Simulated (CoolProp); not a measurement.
Values from CoolProp's reference Helmholtz-energy equation of state, Lemmon 2006. It is a short technical equation, of lower accuracy than the large ones.

Give the vapour pressure (bar), liquid density (kg/m³), vapour density (kg/m³), liquid cp (kJ/(kg K)) of saturated carbonyl sulfide at 348.3 K.


| T (K) | p (bar) | liquid density (kg/m³) | vapour density (kg/m³) | liquid cp (kJ/(kg K)) |
|---|---|---|---|---|
| 348.3 | 37.3 | 807 | 121 | 1.93 |
